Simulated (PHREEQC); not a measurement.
2.2 g of hydrous ferric oxide (600 m²/g; 0.2 weak and 0.005 strong sites per Fe, Dzombak-Morel constants, diffuse double layer) in 1 kg of water with 0.01 mol/kgw of an inert sodium salt and 2.4e-05 mol Na2SeO4, at 25 °C; the pH is set by adding NaOH or the inert anion's acid. O2 is buffered at 0.21 atm. The system is closed to CO2. Nothing may precipitate in this run.

Base run: PHREEQC, ion-association model, wateq4f.dat. Each further column changes one thing. The table gives surface charge σ (C/m²).

```tsv
pH	base	background salt from 0.01 to 0.001 mol/kgw	oxide from 2.2 to 11 g/kgw
3	0.327	0.282	0.343
3.5	0.280	0.207	0.305
4.5	0.163	0.091	0.182
5	0.115	0.057	0.126
5.5	0.077	0.034	0.083
6.5	0.030	0.011	0.032
7	0.017	0.006	0.018
7.5	0.008	0.003	0.008
8.5	-0.005	-0.002	-0.005
9	-0.013	-0.005	-0.013
9.5	-0.024	-0.009	-0.025
10.5	-0.066	-0.031	-0.070
11	-0.101	-0.059	-0.109
```

The oxide is taken as insoluble; below pH 4 it would dissolve.
